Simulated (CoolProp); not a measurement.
Vapour-liquid equilibrium of cyclohexane (1) + p-xylene (2) at 337.6 K; x and y are mole fractions of (1).

Model: multi-fluid Helmholtz-energy mixture model, Zhou 2014 and Zhou 2012; pair parameters Bell 2016, in CoolProp.

Problem. Give the bubble pressure and the first vapour's composition at x = 0.2, 0.35, 0.5. Is there an azeotrope?

Solution. x = 0.2: 0.2197 bar, y = 0.689; x = 0.35: 0.3039 bar, y = 0.811; x = 0.5: 0.3777 bar, y = 0.876. No azeotrope shows between x = 0.05 and 0.95.

The pair parameters rest on a limited set of measurements; away from them the model extrapolates.
